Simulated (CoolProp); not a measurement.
Vapour-liquid equilibrium of propylene (1) + R114 (2) at 335 K; x and y are mole fractions of (1).

Values from CoolProp's multi-fluid Helmholtz-energy mixture model, Lemmon 2013 and Platzer 1990; pair parameters Bell 2016. This equation is an older, rougher fit; its heat capacities, sound speeds and derivatives of the liquid may be far off and weren't checked against measurements.

```json
[
 {"x": "0.05", "bubble pressure (bar)": "7.183", "y at the bubble point": "0.171", "dew pressure at overall composition x (bar)": "6.360", "liquid density (mol/L)": "7.894"},
 {"x": "0.15", "bubble pressure (bar)": "9.425", "y at the bubble point": "0.399", "dew pressure at overall composition x (bar)": "7.024", "liquid density (mol/L)": "8.096"},
 {"x": "0.25", "bubble pressure (bar)": "11.63", "y at the bubble point": "0.541", "dew pressure at overall composition x (bar)": "7.835", "liquid density (mol/L)": "8.300"},
 {"x": "0.35", "bubble pressure (bar)": "13.74", "y at the bubble point": "0.639", "dew pressure at overall composition x (bar)": "8.842", "liquid density (mol/L)": "8.508"},
 {"x": "0.45", "bubble pressure (bar)": "15.75", "y at the bubble point": "0.713", "dew pressure at overall composition x (bar)": "10.12", "liquid density (mol/L)": "8.720"},
 {"x": "0.55", "bubble pressure (bar)": "17.68", "y at the bubble point": "0.772", "dew pressure at overall composition x (bar)": "11.79", "liquid density (mol/L)": "8.938"},
 {"x": "0.65", "bubble pressure (bar)": "19.54", "y at the bubble point": "0.823", "dew pressure at overall composition x (bar)": "14.01", "liquid density (mol/L)": "9.167"},
 {"x": "0.75", "bubble pressure (bar)": "21.40", "y at the bubble point": "0.871", "dew pressure at overall composition x (bar)": "16.94", "liquid density (mol/L)": "9.414"},
 {"x": "0.85", "bubble pressure (bar)": "23.29", "y at the bubble point": "0.920", "dew pressure at overall composition x (bar)": "20.58", "liquid density (mol/L)": "9.688"},
 {"x": "0.95", "bubble pressure (bar)": "25.24", "y at the bubble point": "0.972", "dew pressure at overall composition x (bar)": "24.43", "liquid density (mol/L)": "10.01"}
]
```

No azeotrope shows between x = 0.05 and 0.95.

Pair parameters are fitted to limited data, so mixtures are less certain than the pure fluids.
